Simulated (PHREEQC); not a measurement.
3.8 g of hydrous ferric oxide (600 m²/g; 0.2 weak and 0.005 strong sites per Fe, Dzombak-Morel constants, diffuse double layer) in 1 kg of water with 0.001 mol/kgw of an inert sodium salt and 0.00012 mol/kgw Na2SO4 and 0.0012 mol/kgw NaF, at 25 °C; the pH is set by adding NaOH or the inert anion's acid. Oxygen is held at 0.21 atm. No CO2 enters from the air. No solid was allowed to form.

The series has 13 steps of pH, from 4 to 12.

Model: ion-association model, wateq4f.dat, run in PHREEQC.

Task: Near which pH is half of the S sorbed, and on which side is more sorbed?

Result: Near pH 7.1, with more sorbed at lower pH.

Task: Near which pH is half of the F sorbed, and on which side is more sorbed?

Result: Near pH 7.4, with more sorbed at lower pH.

Species that the database lacks are ignored.
